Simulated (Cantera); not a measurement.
A Cantera script and what it prints.

```python
import numpy as np
import cantera as ct

gas_names = """
    H HO2 H2 H2O H2O2 O OH O2 O3 Pb PbO Pb2
""".split()
cond_names = """
    H2O(s) H2O(L) Pb(cr) Pb(L) PbO(rd) PbO(yw) PbO(L) PbO2(s) Pb3O4(s)
""".split()


# ... load() reads the species with a 1 bar reference pressure and builds the phases ...
atoms = {
    'Pb': {'Pb': 1},
    'O2': {'O': 2},
    'H2': {'H': 2},
}
top_T = {'Pb3O4(s)': 820}  # K; cautious upper limits of use, not melting points


# ... equilibrate(T, P, feed) seeds the gas with the atoms and calls Mixture.equilibrate('TP', solver="vcs", rtol=1e-11, max_steps=5000) ...
results = []
feed = {'Pb': 1, 'O2': 0.96, 'H2': 2.4}  # mol
P = 45  # Pa
for T in [775, 825, 875, 925, 975, 1025, 1075, 1125, 1175, 1225, 1275, 1325, 1375]:
    mix = equilibrate(T, P, feed)
    results.append((T, P, feed, dict(zip(mix.species_names, mix.species_moles))))

top = {s: max(r[3][s] / sum(r[3][g] for g in gas_names) for r in results) for s in gas_names}
cols = sorted((s for s in top if top[s] > 1e-05), key=lambda s: -top[s])[:8]
seen = [c for c in cond_names if any(r[3].get(c, 0) > 1e-12 for r in results)]
print("log10 of partial pressures in bar; condensed amounts in mol")
print(f"{'T/K':>10s}" + "".join(f"{s[:9]:>10s}" for s in cols + seen))
for T, P, feed, n in results:
    ng = sum(n[g] for g in gas_names)
    print(f"{T:10.4g}" + "".join(f"{np.log10(max(n[s] / ng * P / 1e5, 1e-99)):10.3f}" for s in cols)
          + "".join(f"{n.get(c, 0):10.4g}" for c in seen))
```

It prints:

```
log10 of partial pressures in bar; condensed amounts in mol
       T/K       H2O        Pb        H2       PbO         H     Pb(L)
       775    -3.444    -7.604    -4.046   -14.399   -14.026    0.9999
       825    -3.444    -6.843    -4.046   -13.145   -13.124    0.9992
       875    -3.444    -6.171    -4.046   -12.035   -12.323    0.9964
       925    -3.446    -5.573    -4.048   -11.045   -11.609    0.9857
       975    -3.453    -5.038    -4.055   -10.157   -10.969    0.9501
      1025    -3.471    -4.556    -4.073    -9.356   -10.398    0.8419
      1075    -3.524    -4.120    -4.126    -8.630    -9.896    0.5127
      1125    -3.595    -3.878    -4.197    -8.124    -9.451         0
      1175    -3.595    -3.878    -4.197    -7.881    -9.010         0
      1225    -3.595    -3.878    -4.197    -7.658    -8.605         0
      1275    -3.595    -3.878    -4.197    -7.453    -8.231         0
      1325    -3.595    -3.878    -4.197    -7.262    -7.885         0
      1375    -3.595    -3.879    -4.197    -7.086    -7.563         0
```

Cantera equilibrium calculation (NASA polynomials, part measured and part estimated; ideal gas, pure solids and liquids).
